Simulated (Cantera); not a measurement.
A closed system holds: 1 mol Si3N4, 1.8 mol HF, 0.52 mol Cl2, at 1250 K and 880 Pa.

Cantera equilibrium calculation (NASA polynomials, part measured and part estimated; ideal gas, pure solids and liquids). Candidate condensed phases: NH4Cl, Si, Si3N4; 49 gas species. The tables' values for SiCl3, SiF3, SiF2 are old estimates; treat these amounts as uncertain. Rates play no part.

Base state: HCl 0.356, H2 0.237, SiF4 0.205, N2 0.162, SiCl4 0.0273, SiCl3 0.00319, SiCl2 0.00267, SiF3 0.00258 (mole fractions); condensed: Si3N4(s).

Task: What changes in the equilibrium state with this change: temperature from 1250 K to 725 K?

Result: 
| species | before | after |
|---|---|---|
| H2 | 0.237 | 0.290 |
| HCl | 0.356 | 0.264 |
| SiF4 | 0.205 | 0.211 |
| SiCl4 | 0.0273 | 0.0560 |
| N2 | 0.162 | 0.178 |
| SiCl2 | 0.00267 | <1e-9 |
| SiF3 | 0.00258 | 5.96e-9 |
| SiCl3 | 0.00319 | 4.89e-8 |
| Si3N4(s), mol | 0.825 | 0.810 |
